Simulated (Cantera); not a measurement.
A closed system holds: 1 mol Al, 0.7 mol Cl₂, 5.9 mol H₂, equilibrated at 1175 K and 1.00 bar.

Cantera equilibrium calculation (NASA polynomials, part measured and part estimated; ideal gas, pure solids and liquids). Candidate condensed phases: Al, AlCl₃; 12 gas species. The tables' values for AlCl₂ are old estimates; treat these amounts as uncertain. Rates play no part.

Base state: H₂ 0.912, AlCl₃ 0.0609, AlCl 0.0214, AlCl₂ 0.00589, HCl 0.000231, Al₂Cl₆ 4.81e-5 (mole fractions); condensed: Al(l).

What changes in the equilibrium state with this change: pressure from 1.00 bar to 2.20 mbar?


| species | before | after |
|---|---|---|
| H₂ | 0.912 | 0.854 |
| AlCl | 0.0214 | 0.112 |
| AlCl₃ | 0.0609 | 0.0241 |
| Al₂Cl₆ | 4.81e-5 | 1.65e-8 |
| HCl | 0.000231 | 0.00131 |
| AlCl₂ | 0.00589 | 0.00848 |
| Al(l), mol | 0.429 | 0 |
